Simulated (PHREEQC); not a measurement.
Consider water at 25 °C with 0.079 mol/kgw H3PO4 and 0.00098 mol/kgw H2SO4. Closed to the air; pH follows from the charge balance.

All values are PHREEQC results (ion-association model, phreeqc.dat), not measurements.

Problem. The ionic strength comes out as 0.0237 mol/kgw. What activity coefficients do HSO4-, H2PO4-, SO4-2, H+ get?

Solution. HSO4- 0.86, H2PO4- 0.87, SO4-2 0.56, H+ 0.88.

This is a speciation only: nothing precipitates in the calculation. Complexes and solids missing from the database can't appear.
